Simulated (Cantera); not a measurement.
Input: 1 mol CCl4, 0.41 mol HCl, 4 mol H2, held at 320 Pa.

Method: chemical equilibrium by Gibbs-energy minimisation in Cantera with the NASA 1993 tables (ideal gas, pure condensed phases). Candidate condensed phases: C, C6H6, C7H8, C8H18; 91 gas species. Kinetics and transport are ignored. All values below are at 1673 K.

Base state: HCl 0.685, H2 0.312, Cl 0.00193, H 0.00112, C2H2 (acetylene) 1.78e-5 (mole fractions); condensed: C(graphite).

What changes in the equilibrium state with this change: H2 from 4 to 1.6 mol?


```csv
species,before,after
HCl,0.685,0.821
Cl,0.00193,0.175
Cl2,4.30e-7,0.00355
H2,0.312,5.44e-5
C2H2 (acetylene),1.78e-5,3.10e-9
H,0.00112,1.48e-5
"C(graphite), mol",1.000,1.000
```
